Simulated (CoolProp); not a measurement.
Vapour-liquid equilibrium of R13 (1) + propylene (2) at 1.98 bar; x and y are mole fractions of (1).

Computed with CoolProp (multi-fluid Helmholtz-energy mixture model, Platzer 1990 and Lemmon 2013; pair parameters Bell 2016). This equation is an older, rougher fit; its heat capacities, sound speeds and derivatives of the liquid may be far off and weren't checked against measurements.

| x | bubble temperature (°C) | y at the bubble point | dew temperature at overall composition x (°C) | liquid density (mol/L) |
|---|---|---|---|---|
| 0.05 | -38.6 | 0.266 | -32.9 | 14.15 |
| 0.15 | -47.8 | 0.546 | -35.4 | 14.29 |
| 0.25 | -53.4 | 0.680 | -38.1 | 14.33 |
| 0.35 | -57.1 | 0.756 | -41.1 | 14.31 |
| 0.45 | -59.7 | 0.806 | -44.3 | 14.27 |
| 0.55 | -61.7 | 0.843 | -47.9 | 14.22 |
| 0.65 | -63.3 | 0.875 | -52.1 | 14.17 |
| 0.75 | -64.7 | 0.906 | -56.8 | 14.12 |
| 0.85 | -66.0 | 0.939 | -62.0 | 14.08 |
| 0.95 | -67.3 | 0.978 | -66.4 | 14.05 |

No azeotrope shows between x = 0.05 and 0.95.

Pair parameters are fitted to limited data, so mixtures are less certain than the pure fluids.
